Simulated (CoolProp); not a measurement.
A single-stage vapour-compression cycle with R142b: evaporating at 270.15 K (dew point), condensing at 336.15 K (bubble point), superheat 0 K, subcooling 0 K, compressor efficiency 0.6, no pressure losses. Each further row changes one setting.

The numbers come from the reference Helmholtz-energy equation of state, Lemmon 2006 in CoolProp. It is a short technical equation, of lower accuracy than the large ones.

| case | cooling COP | pressure ratio | discharge temperature (K) | refrigerating effect (kJ/kg) | volumetric capacity (kJ/m³) |
|---|---|---|---|---|---|
| as stated | … | 7.29 | 367.3 | 132 | 798 |
| evaporating temperature 275.15 K | … | 6.04 | 363.8 | 135 | … |
| condensing temperature 331.15 K | 1.98 | 6.47 | 361.2 | 139 | 842 |
| subcooling 5 K | … | 7.29 | 367.3 | 139 | 842 |
| superheat 10 K | … | 7.29 | … | 140 | 813 |
| compressor efficiency 0.5 | … | 7.29 | 381.4 | 132 | 798 |

Task: Complete the blanks.

Result: 
- as stated, cooling COP: 1.76
- evaporating temperature 275.15 K, cooling COP: 1.99
- evaporating temperature 275.15 K, volumetric capacity (kJ/m³): 977
- subcooling 5 K, cooling COP: 1.86
- superheat 10 K, cooling COP: 1.79
- superheat 10 K, discharge temperature (K): 378.6
- compressor efficiency 0.5, cooling COP: 1.47
